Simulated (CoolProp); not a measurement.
Vapour-liquid equilibrium of hydrogen sulfide (1) + benzene (2) at 307.9 K; x and y are mole fractions of (1).

Model: multi-fluid Helmholtz-energy mixture model, Lemmon 2006 and Thol 2012; pair parameters Bell 2016, in CoolProp.

```
x     bubble pressure, mixture model (MPa)  bubble pressure, Raoult's law (MPa)  y, mixture model  y, Raoult's law
----  ------------------------------------  -----------------------------------  ----------------  ---------------
0.05                                0.1305                               0.1457             0.852            0.872
0.2                                 0.4547                               0.5241             0.960            0.970
0.35                                0.7845                               0.9025             0.979            0.986
0.5                                  1.136                                1.281             0.988            0.992
0.65                                 1.516                                1.659             0.993            0.996
0.8                                  1.929                                2.038             0.996            0.998
0.95                                 2.380                                2.416             0.999            1.000
```

The largest gap from Raoult's law is -13.2 % in bubble pressure, at x = 0.2. No azeotrope shows between x = 0.05 and 0.95.

The pair parameters rest on a limited set of measurements; away from them the model extrapolates.
